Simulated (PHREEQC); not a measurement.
A solution holds 25 mmol/kgw HF, 0.97 mmol/kgw NH4F, 35 mmol/kgw H2SiF6 and 9.3 mmol/kgw HCl, at 14 °C. Closed to the air; pH follows from the charge balance.

All values are PHREEQC results (ion-association model, phreeqc.dat), not measurements.

Each row changes one thing in this solution. Precipitation was switched off in this run.

```json
[
 {"case": "as made", "pH": "1.19", "ionic strength (mol/kgw)": "0.115", "HF (mol/kgw)": "0.0255", "F- (mol/kgw)": "0.000433", "HF2- (mol/kgw)": "3.81e-5"},
 {"case": "diluted 5-fold with water", "pH": "1.85", "ionic strength (mol/kgw)": "0.0231", "HF (mol/kgw)": "0.00507", "F- (mol/kgw)": "0.000339", "HF2- (mol/kgw)": "5.95e-6"},
 {"case": "HCl left out", "pH": "1.24", "ionic strength (mol/kgw)": "0.105", "HF (mol/kgw)": "0.0254", "F- (mol/kgw)": "0.000482", "HF2- (mol/kgw)": "4.24e-5"},
 {"case": "NH4F from 0.00097 to 0.00107 mol/kgw", "pH": "1.19", "ionic strength (mol/kgw)": "0.115", "HF (mol/kgw)": "0.0256", "F- (mol/kgw)": "0.000435", "HF2- (mol/kgw)": "3.84e-5"},
 {"case": "diluted 10-fold with water", "pH": "2.14", "ionic strength (mol/kgw)": "0.0114", "HF (mol/kgw)": "0.00299", "F- (mol/kgw)": "0.000374", "HF2- (mol/kgw)": "3.89e-6"},
 {"case": "temperature from 14 to 20 °C", "pH": "1.19", "ionic strength (mol/kgw)": "0.115", "HF (mol/kgw)": "0.0255", "F- (mol/kgw)": "0.000392", "HF2- (mol/kgw)": "3.67e-5"},
 {"case": "NH4F from 0.00097 to 0.00485 mol/kgw", "pH": "1.21", "ionic strength (mol/kgw)": "0.115", "HF (mol/kgw)": "0.0292", "F- (mol/kgw)": "0.000522", "HF2- (mol/kgw)": "5.27e-5"},
 {"case": "H2SiF6 left out", "pH": "2.01", "ionic strength (mol/kgw)": "0.0117", "HF (mol/kgw)": "0.0234", "F- (mol/kgw)": "0.00218", "HF2- (mol/kgw)": "0.000178"},
 {"case": "NH4F from 0.00097 to 0.000194 mol/kgw", "pH": "1.18", "ionic strength (mol/kgw)": "0.115", "HF (mol/kgw)": "0.0247", "F- (mol/kgw)": "0.000416", "HF2- (mol/kgw)": "3.55e-5"}
]
```

Some of these states are supersaturated (in Quartz (slow to form), for instance). Away from 25 °C the constants follow the database's enthalpies or fits; those with neither stay at their 25 °C values. SiF6-2 is the database's only silicon fluoride.
